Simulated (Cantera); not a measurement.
Charge: 1 mol LiOH, 1 mol H2, 1.4 mol O2, held at 1250 K and 0.230 bar.

Equilibrium computed with Cantera from the NASA thermochemical tables; the gas is ideal and each condensed phase is pure. Candidate condensed phases: H2O, Li, LiH, LiOH, Li2O; 17 gas species. Kinetics and transport are ignored.

Base state: H2O 0.623, O2 0.374, LiOH 0.00288, Li2(OH)2 0.000127, OH 2.39e-5 (mole fractions); condensed: Li2O(s).

Task: What changes in the equilibrium state with this change: H2 from 1 to 0.35 mol?

Result: 
```
species         before    after
------------  --------  -------
O2               0.374    0.590
H2O              0.623    0.408
LiOH           0.00288  0.00233
Li2(OH)2      0.000127  8.29e-5
OH             2.39e-5  2.17e-5
Li2O(s), mol     0.496    0.497
```
